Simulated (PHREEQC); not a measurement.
Sulfide liquor

Solution (25 °C): 0.00036 mol/kgw H2S and 0.023 mol/kgw NaCl. Closed to the air; pH follows from the charge balance.

All values are PHREEQC results (ion-association model, phreeqc.dat), not measurements.

Precipitation was switched off in this run.

### Question
Predict the pH, specific conductance.

### Answer
pH 5.19; specific conductance 2620 µS/cm.

### Question
In which forms is S present?

### Answer
H2S 98 %, HS- 2.0 % of the S.
